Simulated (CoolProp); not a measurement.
R1234yf at several states: fugacity coefficient from the reference equation and from simpler models built on Tc = 367.8 K, pc = 3.384 MPa, ω = 0.276; each cubic takes its own stable root.

The numbers come from the reference Helmholtz-energy equation of state, Lemmon 2022 in CoolProp.

```
T (K)  p (MPa)   phase  reference  van der Waals  Redlich-Kwong  Soave-Redlich-Kwong  Peng-Robinson
-----  -------  ------  ---------  -------------  -------------  -------------------  -------------
208.3     3.49  liquid   0.005223        0.07300        0.01254             0.005224            [?]
239.6     5.74  liquid    0.01818            [?]        0.03443              0.01872            [?]
341.7     3.23  liquid     0.4782         0.5994         0.5285               0.4958         0.4783
310.7     1.06  liquid     0.7465         0.8612         0.8302               0.7673            [?]
199      0.015  liquid     0.5527         0.9946            [?]               0.5388         0.5667
352.8     2.45     gas     0.7104            [?]         0.7281               0.7218         0.7022
```

Fill in the missing entries.


- 208.3, Peng-Robinson: 0.005308
- 239.6, van der Waals: 0.1068
- 239.6, Peng-Robinson: 0.01823
- 310.7, Peng-Robinson: 0.7497
- 199, Redlich-Kwong: 0.9919
- 352.8, van der Waals: 0.7609

At some of these states van der Waals, Redlich-Kwong gives the other phase, because its saturation line lies elsewhere.
